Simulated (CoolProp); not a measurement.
Vapour-liquid equilibrium of cyclohexane (1) + p-xylene (2) at 136.75 °C; x and y are mole fractions of (1).

Model: multi-fluid Helmholtz-energy mixture model, Zhou 2014 and Zhou 2012; pair parameters Bell 2016, in CoolProp.

```json
[
 {"x": "0.05", "bubble pressure (bar)": "…", "y at the bubble point": "0.209", "dew pressure at overall composition x (bar)": "…", "liquid density (mol/L)": "7.140"},
 {"x": "0.125", "bubble pressure (bar)": "1.475", "y at the bubble point": "0.408", "dew pressure at overall composition x (bar)": "1.086", "liquid density (mol/L)": "7.189"},
 {"x": "0.2", "bubble pressure (bar)": "1.753", "y at the bubble point": "0.536", "dew pressure at overall composition x (bar)": "1.168", "liquid density (mol/L)": "7.239"},
 {"x": "0.275", "bubble pressure (bar)": "2.016", "y at the bubble point": "0.627", "dew pressure at overall composition x (bar)": "1.264", "liquid density (mol/L)": "7.289"},
 {"x": "0.35", "bubble pressure (bar)": "2.266", "y at the bubble point": "…", "dew pressure at overall composition x (bar)": "1.375", "liquid density (mol/L)": "7.340"},
 {"x": "0.425", "bubble pressure (bar)": "2.505", "y at the bubble point": "…", "dew pressure at overall composition x (bar)": "…", "liquid density (mol/L)": "7.392"},
 {"x": "0.5", "bubble pressure (bar)": "2.734", "y at the bubble point": "0.795", "dew pressure at overall composition x (bar)": "1.665", "liquid density (mol/L)": "7.444"},
 {"x": "0.575", "bubble pressure (bar)": "…", "y at the bubble point": "0.833", "dew pressure at overall composition x (bar)": "1.857", "liquid density (mol/L)": "7.498"},
 {"x": "0.65", "bubble pressure (bar)": "3.176", "y at the bubble point": "0.868", "dew pressure at overall composition x (bar)": "2.094", "liquid density (mol/L)": "7.553"},
 {"x": "0.725", "bubble pressure (bar)": "3.392", "y at the bubble point": "0.899", "dew pressure at overall composition x (bar)": "2.390", "liquid density (mol/L)": "7.610"},
 {"x": "0.8", "bubble pressure (bar)": "3.609", "y at the bubble point": "0.928", "dew pressure at overall composition x (bar)": "2.762", "liquid density (mol/L)": "7.668"},
 {"x": "0.875", "bubble pressure (bar)": "3.827", "y at the bubble point": "0.955", "dew pressure at overall composition x (bar)": "3.226", "liquid density (mol/L)": "7.728"},
 {"x": "0.95", "bubble pressure (bar)": "4.050", "y at the bubble point": "0.982", "dew pressure at overall composition x (bar)": "…", "liquid density (mol/L)": "7.791"}
]
```

**Question.** Some entries are withheld; supply them.

**Answer.** 
- 0.05, bubble pressure (bar): 1.179
- 0.05, dew pressure at overall composition x (bar): 1.014
- 0.35, y at the bubble point: 0.696
- 0.425, y at the bubble point: 0.750
- 0.425, dew pressure at overall composition x (bar): 1.507
- 0.575, bubble pressure (bar): 2.957
- 0.95, dew pressure at overall composition x (bar): 3.785

No azeotrope shows between x = 0.05 and 0.95.

Pair parameters are fitted to limited data, so mixtures are less certain than the pure fluids.
